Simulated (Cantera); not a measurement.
Input: 1 mol Fe3O4, 5.5 mol C, 12 mol N2, equilibrated at 93.0 Pa.

Equilibrium computed with Cantera from the NASA thermochemical tables; the gas is ideal and each condensed phase is pure. Candidate condensed phases: C, Fe, Fe(CO)5, FeO, Fe2O3, Fe3O4; 27 gas species. Iron dissolves carbon and melts from about 1420 K in contact with it, which pure phases cannot show. Condensed phases not in the tables: cementite and carbon dissolved in iron. Rates play no part.

Task: What share of the Fe ends up in condensed phases as a function of T (°C), at 777, 877, 977, 1077, 1177, 1277, 1377, 1477, 1577?

Result: 
```csv
T (°C),Fe condensed (%),as
777,100.0,Fe(α)
877,100.0,Fe(α)
977,100.0,Fe(γ)
1077,100.0,Fe(γ)
1177,100.0,Fe(γ)
1277,99.8,Fe(γ)
1377,98.4,Fe(γ)
1477,91.9,Fe(δ)
1577,64.2,Fe(l)
```
